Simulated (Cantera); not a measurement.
A perfectly stirred reactor is fed with CH₃OH : O₂ : N₂ : CO₂ = 1 : 1.52 : 5.7 : 0.17 (molar parts), equivalence ratio 0.99, at 1.00 atm; it is adiabatic with a 473 K inlet, and is followed from long to short residence time, starting on the burning branch (τ in s: 0.15, 0.07, 0.032, 0.014, 0.0066, 0.003, 0.0014, 0.00062, 0.00028, 0.00013, 5.8e-05, 2.6e-05, 1.2e-05).

Model: GRI-Mech 3.0 (53 species, 325 reactions), integrated in Cantera. GRI-Mech 3.0 was tuned for natural gas; its chemistry of methanol as a main component is partial and can be far from experiment.

### Question
Predict: blow-out, bracketed by the residence times tried; x(CH₃OH) at τ = 0.150 s; x(O₂) at τ = 0.150 s; x(HO₂) at τ = 0.150 s; x(CH₃OH) at τ = 1.40 ms; x(O₂) at τ = 1.40 ms; x(HO₂) at τ = 1.40 ms.

### Answer
```
Item                                                                          Result
------------------------------------------------  ----------------------------------
blow-out, bracketed by the residence times tried  burning at 58.0 µs, out at 26.0 µs
x(CH₃OH) at τ = 0.150 s                                                      6.00e-7
x(O₂) at τ = 0.150 s                                                         0.00906
x(HO₂) at τ = 0.150 s                                                        1.08e-6
x(CH₃OH) at τ = 1.40 ms                                                      2.22e-5
x(O₂) at τ = 1.40 ms                                                          0.0205
x(HO₂) at τ = 1.40 ms                                                        6.76e-6
```
